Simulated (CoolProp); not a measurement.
Vapour-liquid equilibrium of hexamethyldisiloxane (MM) (1) + toluene (2) at 4.18 bar; x and y are mole fractions of (1).

Model: multi-fluid Helmholtz-energy mixture model, Thol 2016 and Lemmon 2006; pair parameters Bell 2016, in CoolProp.

```csv
x,bubble temperature (K),y at the bubble point,dew temperature at overall composition x (K),liquid density (mol/L)
0.05,441.5,0.067,441.7,7.415
0.125,440.0,0.163,440.6,6.944
0.2,438.6,0.251,439.4,6.518
0.275,437.4,0.333,438.3,6.130
0.35,436.3,0.410,437.1,5.776
0.425,435.3,0.482,436.1,5.452
0.5,434.4,0.552,435.1,5.155
0.575,433.7,0.619,434.1,4.882
0.65,433.0,0.684,433.3,4.629
0.725,432.5,0.749,432.6,4.396
0.8,432.0,0.815,432.1,4.181
0.875,431.7,0.882,431.7,3.981
0.95,431.5,0.951,431.5,3.795
```

No azeotrope shows between x = 0.05 and 0.95.

The pair parameters rest on a limited set of measurements; away from them the model extrapolates.
